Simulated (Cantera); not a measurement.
Charge: 1 mol Si2H6, 0.99 mol O2, held at 2173 K and 0.000570 bar.

Equilibrium computed with Cantera from the NASA thermochemical tables; the gas is ideal and each condensed phase is pure. Candidate condensed phases: H2O, Si, SiO2; 18 gas species. The feed counts by its element totals alone. Equilibrium is a limit: real reactors are often held back by kinetics, nucleation or transport.

Question: What is the equilibrium state?

Answer: 
```json
{
 "x(H2)": "0.487",
 "x(SiO)": "0.368",
 "x(H)": "0.141",
 "x(Si)": "0.00369",
 "x(SiH)": "2.87e-5",
 "x(H2O)": "6.28e-6",
 "gas_amount": "5.379 mol",
 "log10 activity of Si(l) (absent)": "-2.13"
}
```
